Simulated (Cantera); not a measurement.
**Iron carbonyl, mercury and lead vapours: PbO + CO + N₂**

Feed: 1 mol PbO, 0.85 mol CO, a varied amount of N₂, held at 1498 K and 0.0133 bar.

These are equilibrium values from Cantera (NASA tables, ideal gas, pure condensed phases), not measurements of a reactor. Candidate condensed phases: C, Pb, PbO, PbO₂, Pb₃O₄; 27 gas species. Gases not in the tables: (PbO)n polymers. The numbers say what is thermodynamically allowed, not how fast it happens.

```json
[
 {"n(N₂) (mol)": "1.3", "x N₂": "0.413", "x Pb": "0.268", "x CO₂": "0.268", "x PbO": "0.0489", "x CO": "0.00143", "x O₂": "5.93e-5", "x NO": "1.47e-5", "x Pb₂": "1.65e-5"},
 {"n(N₂) (mol)": "2.3", "x N₂": "0.554", "x Pb": "0.204", "x CO₂": "0.204", "x PbO": "0.0371", "x CO": "0.00109", "x O₂": "5.92e-5", "x NO": "1.71e-5", "x Pb₂": "9.52e-6"},
 {"n(N₂) (mol)": "4", "x N₂": "0.684", "x Pb": "0.145", "x CO₂": "0.145", "x PbO": "0.0263", "x CO": "0.000774", "x O₂": "5.90e-5", "x NO": "1.89e-5", "x Pb₂": "4.79e-6"},
 {"n(N₂) (mol)": "7.3", "x N₂": "0.798", "x Pb": "0.0925", "x CO₂": "0.0924", "x PbO": "0.0168", "x CO": "0.000497", "x O₂": "5.86e-5", "x NO": "2.04e-5", "x Pb₂": "1.96e-6"},
 {"n(N₂) (mol)": "13", "x N₂": "0.875", "x Pb": "0.0571", "x CO₂": "0.0569", "x PbO": "0.0103", "x CO": "0.000308", "x O₂": "5.79e-5", "x NO": "2.12e-5", "x Pb₂": "7.46e-7"},
 {"n(N₂) (mol)": "23", "x N₂": "0.925", "x Pb": "0.0342", "x CO₂": "0.0340", "x PbO": "0.00609", "x CO": "0.000186", "x O₂": "5.67e-5", "x NO": "2.16e-5", "x Pb₂": "2.67e-7"},
 {"n(N₂) (mol)": "42", "x N₂": "0.958", "x Pb": "0.0194", "x CO₂": "0.0193", "x PbO": "0.00340", "x CO": "0.000107", "x O₂": "5.47e-5", "x NO": "2.16e-5", "x Pb₂": "8.63e-8"},
 {"n(N₂) (mol)": "76", "x N₂": "0.976", "x Pb": "0.0110", "x CO₂": "0.0109", "x PbO": "0.00186", "x CO": "6.22e-5", "x O₂": "5.15e-5", "x NO": "2.11e-5", "x Pb₂": "2.76e-8"}
]
```
x: gas mole fraction; nothing condenses.

From 1.3 mol N₂ to 76 mol N₂ nothing is condensed.
